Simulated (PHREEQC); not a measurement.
Solution (35 °C): 0.015 mol NaOH, 0.0056 mol CO2 and 0.25 mol (CH3)4NCl per kg of water. Closed to the air; pH follows from the charge balance.

All values are PHREEQC results (ion-association model, phreeqc.dat), not measurements.

Problem. The ionic strength comes out as 0.269 mol/kgw. What activity coefficients do OH-, HCO3-, CO3-2, Cl-, Na+ get?

Solution. OH- 0.68, HCO3- 0.72, CO3-2 0.28, Cl- 0.69, Na+ 0.73.

No solid was allowed to form. Species that the database lacks are ignored. (CH3)4N+ isn't in the database: it is added as a free cation with an ion size of 4 Å.
